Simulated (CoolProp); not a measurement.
Computed with CoolProp (reference Helmholtz-energy equation of state, Wagner 2002).

Question: For water, give the phase and the Z, conductivity (mW/(m K)), Prandtl number at 63.05 °C and 1.21 MPa; 63.05 °C and 7.09 MPa.

Answer: 
- 63.05 °C and 1.21 MPa: liquid; Z 0.00794, conductivity 654, Prandtl number 2.85
- 63.05 °C and 7.09 MPa: liquid; Z 0.0464, conductivity 657, Prandtl number 2.84

Viscosity comes from a separate model (Huber 2009). Thermal conductivity comes from a separate model (Huber 2012).
